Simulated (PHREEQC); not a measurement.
Leach liquor (model solution)

Solution (25 °C): 140 mmol/kgw HCl, 24 mmol/kgw Al2(SO4)3 and 0.17 mmol/kgw NiSO4. Closed to the air; pH follows from the charge balance.

Equilibrium calculation in PHREEQC: ion-association model, wateq4f.dat.

No solid was allowed to form.

Q: What pH, ionic strength, activity of water does the model give?

A: pH 1.07; ionic strength 0.261 mol/kgw; activity of water 0.994.

Q: In which forms is S present?

A: HSO4- 43 %, AlSO4+ 36 %, SO4-2 14 %, Al(SO4)2- 6.1 %, AlHSO4+2 0.7 % of the S.

Species that the database lacks are ignored.
